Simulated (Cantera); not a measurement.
A closed system holds: 1 mol SiH₂Cl₂, 0.049 mol C₃H₈, 18 mol H₂, 0.83 mol C₂H₂, at 710 Pa.

These are equilibrium values from Cantera (NASA tables, ideal gas, pure condensed phases), not measurements of a reactor. Candidate condensed phases: C, C₆H₆, C₇H₈, C₈H₁₈, Si, SiC; 109 gas species. The tables' values for SiCl are old estimates; treat these amounts as uncertain. Gases not in the tables: Si₂H₆ and higher silanes. Rates play no part.

Problem. At 2500 K, list the 5 most abundant gas species with their mole fractions, and the condensed phases.

Solution. H₂ 0.638, H 0.238, HCl 0.0616, Si 0.0289, Cl 0.0163. Condensed: C(graphite).
